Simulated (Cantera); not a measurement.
A Cantera script and what it prints.

```python
import numpy as np
import cantera as ct

gas_names = """
    CL CL2 H HCL H2 N NH NH2 NH3 N2 N2H2 N2H4 Si SiCL SiCL2 SiCL3 SiCL4 SiH SiHCL3 SiH2 SiH2CL2 SiH3
    SiH3CL SiH4 SiN Si2 Si2N Si3
""".split()
cond_names = """
    NH4CL(a) NH4CL(b) Si(cr) Si(L) Si3N4(a)
""".split()


def load(file, names, dense=False):
    # The tables refer to 1 bar. Condensed volumes are neglected.
    table = {s.name: s for s in ct.Species.list_from_file(file)}
    out = []
    for n in names:
        d = dict(table[n].input_data)
        d["thermo"] = dict(d["thermo"], **{"reference-pressure": 1e5})
        if dense:
            d["equation-of-state"] = {"model": "constant-volume", "density": "1e6 g/cm^3"}
        out.append(ct.Species.from_dict(d))
    return out


gas = ct.Solution(thermo="ideal-gas", species=load("nasa_gas.yaml", gas_names))
cond = {s.name: ct.Solution(thermo="fixed-stoichiometry", species=[s], name=s.name)
        for s in load("nasa_condensed.yaml", cond_names, dense=True)}
atoms = {
    'SiCl4': {'Si': 1, 'CL': 4},
    'NH3': {'N': 1, 'H': 3},
    'H2': {'H': 2},
}
top_T = {'Si3N4(a)': 2400}  # K; cautious upper limits of use, not melting points


def equilibrate(T, P, feed):
    n = {}
    for name, mol in feed.items():
        for a, k in atoms[name].items():
            n[a] = n.get(a, 0.0) + k * mol
    gas.TPX = T, P, n
    mass = sum(n.values()) * gas.mean_molecular_weight
    gas.equilibrate("TP")
    valid = [c for c in cond.values() if c.min_temp <= T <= top_T.get(c.name, c.max_temp)]
    mix = ct.Mixture([(gas, mass / gas.mean_molecular_weight)] + [(c, 0.0) for c in valid])
    mix.T, mix.P = T, P
    mix.equilibrate("TP", solver="vcs", rtol=1e-11, max_steps=5000)
    return mix


results = []
feed = {'SiCl4': 1, 'NH3': 3.3, 'H2': 39}  # mol
T = 1275  # K
P = 200  # Pa
mix = equilibrate(T, P, feed)
results.append((T, P, feed, dict(zip(mix.species_names, mix.species_moles))))
print(gas.report(threshold=1e-05))
for i in range(1, mix.n_phases):
    print(f"{mix.phase(i).name:16s} {mix.phase_moles(i):12.5e} mol")
```

It prints:

```
       temperature   1275 K
          pressure   200 Pa
           density   0.00010428 kg/m^3
  mean mol. weight   5.5273 kg/kmol
   phase of matter   gas

                          1 kg             1 kmol
                     ---------------   ---------------
          enthalpy        3.8747e+06        2.1416e+07  J
   internal energy        1.9567e+06        1.0816e+07  J
           entropy             42503        2.3493e+05  J/K
    Gibbs function       -5.0317e+07       -2.7812e+08  J
 heat capacity c_p            5722.9             31632  J/K
 heat capacity c_v            4218.7             23318  J/K

                      mass frac. Y      mole frac. X     chem. pot. / RT
                     ---------------   ---------------   ---------------
                 H        2.8425e-06        1.5586e-05           -12.234
               HCL           0.55194          0.083679           -42.332
                H2           0.32613           0.89416           -24.469
                N2           0.10858          0.021423           -35.585
             SiCL2           0.01191        0.00066507           -67.809
             SiCL3        0.00088602        3.6429e-05           -97.907
             SiCL4        0.00039898        1.2981e-05              -128
     [  +21 minor]        0.00015155        7.2226e-06

Si(cr)            0.00000e+00 mol
Si3N4(a)          3.22058e-01 mol
```

These are equilibrium values from Cantera (NASA tables, ideal gas, pure condensed phases), not measurements of a reactor. The tables' values for SiCl3 are old estimates; treat these amounts as uncertain.
